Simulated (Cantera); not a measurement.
Input (Python, Cantera):

```python
import numpy as np
import cantera as ct

gas = ct.Solution("gri30.yaml")
gas.TPX = 473, 1000000, {'CO': 1, 'H2': 0.035, 'CH4': 0.24, 'O2': 0.713, 'N2': 2.68, 'CO2': 0.033}
flame = ct.FreeFlame(gas, width=0.008)
flame.set_refine_criteria(ratio=3, slope=0.08, curve=0.16)
flame.transport_model = "mixture-averaged"
flame.solve(loglevel=0, auto=True)
z, T = flame.grid, flame.T
thick = (T[-1] - T[0]) / np.gradient(T, z).max()
show = ['CO', 'H2', 'CH4', 'HCO', 'C2H4', 'HCN']
print(f"laminar burning velocity  {flame.velocity[0] * 100:.3f} cm/s")
print(f"burnt temperature         {T[-1]:.1f} K")
print(f"thermal thickness         {thick * 1e3:.4f} mm")
print(f"grid points               {len(z)}")
z0 = z[flame.heat_release_rate.argmax()]
print(f"{'z/mm':>9s}{'T/K':>9s}{'u/(m/s)':>9s}" + "".join(f"{s:>11s}" for s in show))
rows = []
for k in (-3, -2, -1.5, -1, -0.5, -0.25, 0, 0.25, 0.5, 1, 2, 4, 8):
    zz = z0 + k * thick
    rows.append([k * thick, np.interp(zz, z, T), np.interp(zz, z, flame.velocity),
                 *(np.interp(zz, z, flame.X[gas.species_index(s)]) for s in show)])
    print(f"{rows[-1][0] * 1e3:9.3f}{rows[-1][1]:9.1f}{rows[-1][2]:9.3f}" + "".join(f"{x:11.3e}" for x in rows[-1][3:]))
```

It prints:

```
laminar burning velocity  63.963 cm/s
burnt temperature         2336.5 K
thermal thickness         0.0452 mm
grid points               144
     z/mm      T/K  u/(m/s)         CO         H2        CH4        HCO       C2H4        HCN
   -0.136    473.2    0.640  2.127e-01  7.734e-03  5.103e-02  2.344e-18  2.637e-09  2.005e-11
   -0.090    475.2    0.643  2.125e-01  8.326e-03  5.093e-02  2.755e-16  4.666e-08  3.584e-10
   -0.068    483.4    0.655  2.122e-01  9.081e-03  5.061e-02  1.067e-14  3.112e-07  2.414e-09
   -0.045    544.3    0.739  2.108e-01  1.062e-02  4.856e-02  7.076e-12  3.672e-06  2.875e-08
   -0.023    939.5    1.279  2.028e-01  1.319e-02  3.562e-02  2.225e-07  4.603e-05  3.604e-07
   -0.011   1367.4    1.855  1.930e-01  1.453e-02  2.060e-02  7.326e-06  1.021e-04  9.307e-07
    0.000   1784.2    2.396  1.767e-01  1.460e-02  5.611e-03  2.584e-05  7.912e-05  1.912e-06
    0.011   2000.9    2.651  1.539e-01  1.286e-02  5.148e-04  1.136e-05  5.669e-06  2.039e-06
    0.023   2095.6    2.747  1.363e-01  1.229e-02  2.603e-05  2.373e-06  8.433e-08  1.015e-06
    0.045   2186.9    2.840  1.229e-01  1.273e-02  9.627e-08  1.122e-06  2.114e-11  1.882e-07
    0.090   2259.5    2.920  1.180e-01  1.272e-02  1.636e-11  6.486e-07  1.258e-16  1.715e-08
    0.181   2304.6    2.971  1.161e-01  1.245e-02  4.595e-13  3.441e-07  1.279e-19  2.545e-09
    0.362   2326.4    2.996  1.154e-01  1.234e-02  6.239e-13  1.795e-07  1.513e-19  2.704e-09
```

Computed with Cantera and GRI-Mech 3.0 (53 species, 325 reactions). Burning velocities carry a grid error of a few per cent, more on coarse grids.
